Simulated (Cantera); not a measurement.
## Premixed flame

A freely propagating, adiabatic, planar premixed flame of H₂ : O₂ : N₂ : H₂O = 1 : 0.294 : 1.12 : 0.25 (molar parts), equivalence ratio 1.7, unburnt at 450 K and 13300 Pa; mixture-averaged transport, grid criteria slope 0.08 and curve 0.16, no radiation.

Cantera simulation using the H2/O2 subset of GRI-Mech 3.0, which has no nitrogen chemistry; the numbers are that mechanism's predictions, not measurements. Burning velocities carry a grid error of a few per cent, more on coarse grids.

| z (mm) | T (K) | u (m/s) | x H₂ | x O₂ | x H₂O | x O | x H | x HO₂ |
|---|---|---|---|---|---|---|---|---|
| -15.7 | 450 | 3.95 | 0.375 | 0.110 | 0.0938 | <1e-8 | <1e-8 | <1e-8 |
| -10.5 | 450 | 3.95 | 0.375 | 0.110 | 0.0938 | <1e-8 | <1e-8 | <1e-8 |
| -7.85 | 450 | 3.95 | 0.375 | 0.110 | 0.0938 | <1e-8 | <1e-8 | <1e-8 |
| -5.24 | 450 | 3.95 | 0.375 | 0.110 | 0.0938 | <1e-8 | <1e-8 | 4.15e-8 |
| -2.62 | 457 | 4.01 | 0.374 | 0.110 | 0.0944 | 3.21e-6 | 6.62e-5 | 8.66e-5 |
| -1.31 | 635 | 5.47 | 0.349 | 0.106 | 0.110 | 0.000120 | 0.00604 | 6.33e-5 |
| 0 | 1023 | 8.56 | 0.247 | 0.0727 | 0.186 | 0.00282 | 0.0501 | 1.90e-5 |
| 1.31 | 1280 | 10.6 | 0.146 | 0.0167 | 0.294 | 0.00426 | 0.0919 | 3.69e-6 |
| 2.62 | 1381 | 11.4 | 0.129 | 0.00495 | 0.318 | 0.00318 | 0.0929 | 1.01e-6 |
| 5.24 | 1484 | 12.1 | 0.134 | 0.00315 | 0.323 | 0.00279 | 0.0811 | 5.72e-7 |
| 10.5 | 1598 | 13.0 | 0.142 | 0.00243 | 0.327 | 0.00230 | 0.0661 | 3.99e-7 |
| 20.9 | 1713 | 13.8 | 0.149 | 0.00166 | 0.332 | 0.00165 | 0.0509 | 2.56e-7 |
| 41.9 | 1820 | 14.5 | 0.155 | 0.000979 | 0.338 | 0.00102 | 0.0369 | 1.52e-7 |
x: mole fraction of selected species; z is measured from the peak of heat release.

- laminar burning velocity: 395 cm/s
- thermal thickness: 5.24 mm
- peak x(O): 0.00463
- peak x(H): 0.0948
- peak x(HO₂): 0.000113
- grid points: 134
